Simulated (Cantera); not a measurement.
Input: 1 mol SiH2Cl2, 71 mol H2, 0.12 mol Cl2, held at 218 Torr.

These are equilibrium values from Cantera (NASA tables, ideal gas, pure condensed phases), not measurements of a reactor. Candidate condensed phases: Si; 19 gas species. The tables' values for SiCl3 are old estimates; treat these amounts as uncertain. Rates play no part.

log p: log10 of the partial pressure in bar; n: condensed amount in mol.

```csv
T (°C),log p H2,log p HCl,log p SiCl4,log p SiHCl3,log p SiCl2,log p SiH2Cl2,n Si(s)
602,-0.54,-3.20,-2.94,-2.94,-5.75,-3.98,[?]
702,-0.54,-2.78,-3.00,-3.00,-4.82,-3.99,[?]
802,-0.55,-2.47,-3.15,-3.13,-4.11,-4.04,[?]
902,-0.55,-2.26,-3.47,-3.39,-3.62,-4.19,[?]
1002,-0.55,-2.16,-4.04,-3.82,-3.36,-4.46,0.800
1102,-0.55,-2.13,-4.75,-4.36,-3.25,-4.80,0.827
1202,-0.55,-2.13,-5.44,-4.89,-3.20,-5.14,0.829
```

Task: What belongs in the gaps?

Result: 
- 602, n Si(s): 0.393
- 702, n Si(s): 0.464
- 802, n Si(s): 0.580
- 902, n Si(s): 0.713
